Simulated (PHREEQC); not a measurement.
A solution holds 0.0033 mol HF, 6.6e-05 mol NH4HF2 and 0.00015 mol (NH4)2SiF6 per kg of water, at 25 °C. It is in equilibrium with CO2 at log p = -3.5 (atm). Otherwise closed; pH follows from the charge balance.

The numbers come from PHREEQC with the ion-association model, wateq4f.dat.

Each row changes one thing in this solution. Precipitation was switched off in this run.

```tsv
case	pH	ionic strength (mol/kgw)	HF (mol/kgw)	F- (mol/kgw)	SiF6-2 (mol/kgw)	H2F2 (mol/kgw)	SI of Quartz (SiO2)
as made	2.93	0.00172	0.00216	0.00129	0.000138	1.22e-5	-0.96
HF replaced by H2SiF6 at the same molality	2.27	(withheld)	0.00301	0.000416	0.00289	2.37e-5	+0.73
temperature from 25 to 80 °C	3.15	0.00110	0.00321	0.00108	1.08e-6	3.07e-6	(withheld)
diluted 2-fold with water	3.10	0.00102	0.00108	0.000949	2.10e-5	3.02e-6	-0.29
temperature from 25 to 70 °C	3.11	0.00118	0.00311	(withheld)	4.84e-6	4.37e-6	-0.43
temperature from 25 to 10 °C	2.89	0.00186	0.00198	0.00140	0.000149	1.73e-5	-1.70
0.00011 mol/kgw NH4HS added	2.96	0.00177	0.00212	0.00134	0.000138	1.17e-5	-0.95
diluted 10-fold with water	3.57	0.000311	0.000122	0.000310	1.01e-10	3.91e-8	-0.84
```

### Question
What belongs in the gaps?

### Answer

- HF replaced by H2SiF6 at the same molality, ionic strength (mol/kgw): 0.00910
- temperature from 25 to 80 °C, SI of Quartz (SiO2): -0.53
- temperature from 25 to 70 °C, F- (mol/kgw): 0.00115

Some of these states are supersaturated (in Quartz (slow to form), Chalcedony (slow to form), for instance). At this temperature some constants are extrapolated from 25 °C, and those without enthalpy data are left unchanged. SiF6-2 is the database's only silicon fluoride. The polysulfide entries of wateq4f.dat were taken out for this run.
